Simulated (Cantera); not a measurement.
# Thermodynamics of chlorosilane synthesis and conversion, feed Si + HCl + H2 + Cl2

Charge: 1 mol Si, 5.1 mol HCl, 0.74 mol H2, 0.89 mol Cl2, at 110000 Pa.

Equilibrium computed with Cantera from the NASA thermochemical tables; the gas is ideal and each condensed phase is pure. Candidate condensed phases: Si; 19 gas species. The tables' values for SiCl3 are old estimates; treat these amounts as uncertain. Equilibrium is a limit: real reactors are often held back by kinetics, nucleation or transport.

From 525 K to 1225 K nothing is condensed. The main Si-bearing gas is SiCl4 throughout.

```
T (K)  x HCl   x H2  x SiCl4  x SiHCl3
-----  -----  -----  -------  --------
525    0.503  0.323    0.175   4.05e-7
625    0.503  0.323    0.175   5.42e-6
725    0.503  0.323    0.174   3.46e-5
825    0.503  0.323    0.174  0.000138
925    0.503  0.322    0.174  0.000406
1025   0.504  0.322    0.174  0.000953
1125   0.505  0.321    0.172   0.00190
1225   0.507  0.319    0.170   0.00334
```
x: gas mole fraction; nothing condenses.
